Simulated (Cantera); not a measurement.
Input: 1 mol PbO, 0.063 mol O₂, 0.39 mol N₂, held at 1375 K and 10.0 mbar.

Cantera equilibrium calculation (NASA polynomials, part measured and part estimated; ideal gas, pure solids and liquids). Candidate condensed phases: Pb, PbO, PbO₂, Pb₃O₄; 12 gas species. Gases not in the tables: (PbO)n polymers. Kinetics and transport are ignored.

Base state: N₂ 0.717, PbO 0.154, O₂ 0.120, Pb 0.00872, NO 0.000453 (mole fractions); condensed: PbO(l).

Question: What changes in the equilibrium state with this change: temperature from 1375 K to 1000 K?

Answer: 
```tsv
species	before	after
N₂	0.717	0.861
O₂	0.120	0.139
PbO	0.154	3.05e-5
Pb	0.00872	2.58e-8
NO	0.000453	2.66e-5
PbO(l), mol	0.912	0
PbO(yellow), mol	0	1.000
```

Question: What changes in the equilibrium state with this change: PbO replaced by Fe(CO)₅?

Answer: 
```tsv
species	before	after
CO	0	0.904
N₂	0.717	0.0724
CO₂	0	0.0234
PbO	0.154	0
O₂	0.120	<1e-9
Pb	0.00872	0
NO	0.000453	<1e-9
PbO(l), mol	0.912	0
Fe(γ), mol	0	1.000
```
Further candidate phases: C, Fe, Fe(CO)₅, FeO, Fe₂O₃, Fe₃O₄.
